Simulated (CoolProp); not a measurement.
A closed Brayton cycle with carbon dioxide: compressor inlet 323.15 K and 7.7 MPa, high pressure 23 MPa, turbine inlet 620 K, compressor efficiency 0.89, turbine efficiency 0.85, recuperator effectiveness 0 (on enthalpy, no pinch check). Each further row changes one setting.

The numbers come from the reference Helmholtz-energy equation of state, Span 1996 in CoolProp.

```json
[
 {"case": "as stated", "thermal efficiency (%)": "13.6", "net work (kJ/kg)": "38.3", "compressor to turbine work": "0.59", "compressor exit (K)": "415.9", "turbine exit (K)": "513.7"},
 {"case": "turbine inlet 570 K", "thermal efficiency (%)": "12.6", "net work (kJ/kg)": "[?]", "compressor to turbine work": "[?]", "compressor exit (K)": "415.9", "turbine exit (K)": "[?]"},
 {"case": "compressor inlet 333.15 K", "thermal efficiency (%)": "12.5", "net work (kJ/kg)": "[?]", "compressor to turbine work": "[?]", "compressor exit (K)": "431.5", "turbine exit (K)": "513.7"},
 {"case": "high pressure 19.6 MPa", "thermal efficiency (%)": "[?]", "net work (kJ/kg)": "36.0", "compressor to turbine work": "0.56", "compressor exit (K)": "402.0", "turbine exit (K)": "[?]"},
 {"case": "recuperator effectiveness 0.5", "thermal efficiency (%)": "[?]", "net work (kJ/kg)": "38.3", "compressor to turbine work": "0.59", "compressor exit (K)": "415.9", "turbine exit (K)": "513.7"}
]
```

Q: Complete the blanks.

A: 
- turbine inlet 570 K, net work (kJ/kg): 27.7
- turbine inlet 570 K, compressor to turbine work: 0.67
- turbine inlet 570 K, turbine exit (K): 467.3
- compressor inlet 333.15 K, net work (kJ/kg): 31.9
- compressor inlet 333.15 K, compressor to turbine work: 0.66
- high pressure 19.6 MPa, thermal efficiency (%): 12.1
- high pressure 19.6 MPa, turbine exit (K): 529.0
- recuperator effectiveness 0.5, thermal efficiency (%): 16.9
